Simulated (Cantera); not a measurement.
## Silicon oxide and oxynitride deposition: TEOS + NO + N2

A closed system holds: 1 mol TEOS, 0.27 mol NO, a varied amount of N2, equilibrated at 1752 °C and 16.0 Pa.

Equilibrium computed with Cantera from the NASA thermochemical tables; the gas is ideal and each condensed phase is pure. Candidate condensed phases: C, C6H6, C7H8, C8H18, H2O, Si, SiC, SiO2, Si2N2O, Si3N4; 151 gas species. The feed counts by its element totals alone. The tables' values for SiN are old estimates; treat these amounts as uncertain. The numbers say what is thermodynamically allowed, not how fast it happens.

```
n(N2) (mol)   x N2   x H2    x CO     x H    x Si    x HCN     x SiO    x SiC2  n C(graphite)  n SiC(s)
-----------  -----  -----  ------  ------  ------  -------  --------  --------  -------------  --------
11           0.406  0.321   0.155  0.0862  0.0219  0.00586   0.00153   0.00102           3.22     0.294
14           0.462  0.285   0.139  0.0813  0.0219  0.00590   0.00137   0.00102           3.26     0.218
16           0.494  0.266   0.130  0.0784  0.0219  0.00589   0.00129   0.00102           3.30     0.167
20           0.547  0.233   0.115  0.0735  0.0219  0.00580   0.00114   0.00102           3.36    0.0657
23           0.579  0.213   0.106  0.0703  0.0216  0.00571   0.00104   0.00101           3.41         0
28           0.625  0.187  0.0945  0.0658  0.0194  0.00556  0.000826  0.000901           3.38         0
34           0.668  0.163  0.0832  0.0614  0.0172  0.00536  0.000647  0.000801           3.35         0
40           0.701  0.144  0.0744  0.0577  0.0155  0.00516  0.000521  0.000721           3.33         0
48           0.737  0.124  0.0652  0.0536  0.0137  0.00491  0.000403  0.000637           3.30         0
58           0.770  0.106  0.0565  0.0495  0.0120  0.00464  0.000305  0.000555           3.27         0
```
x: gas mole fraction; n: condensed amount in mol.

From 11 mol N2 to 20 mol N2 the condensed part is C(graphite) + SiC(s). From 23 mol N2 to 58 mol N2 the condensed part is C(graphite). The main Si-bearing gas is Si throughout.
